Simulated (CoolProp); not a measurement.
A single-stage vapour-compression cycle with R124: evaporating at 264.15 K (dew point), condensing at 334.15 K (bubble point), superheat 10 K, subcooling 5 K, compressor efficiency 0.75, no pressure losses. Each further row changes one setting.

Model: reference Helmholtz-energy equation of state, de Vries 1995, in CoolProp.

```
case                              cooling COP  pressure ratio  discharge temperature (K)  refrigerating effect (kJ/kg)  volumetric capacity (kJ/m³)
--------------------------------  -----------  --------------  -------------------------  ----------------------------  ---------------------------
as stated                                2.00            8.92                      353.0                          97.7                          698
evaporating temperature 269.15 K         2.27            7.30                      351.6                           101                          869
condensing temperature 329.15 K             …            7.89                      348.1                           104                          742
subcooling 10 K                          2.13            8.92                      353.0                           104                          742
superheat 20 K                              …            8.92                      363.4                             …                          720
compressor efficiency 0.65                  …            8.92                      361.2                          97.7                          698
```

Problem. Some entries are withheld; supply them.

Solution. 
- condensing temperature 329.15 K, cooling COP: 2.25
- superheat 20 K, cooling COP: 2.06
- superheat 20 K, refrigerating effect (kJ/kg): 105
- compressor efficiency 0.65, cooling COP: 1.74
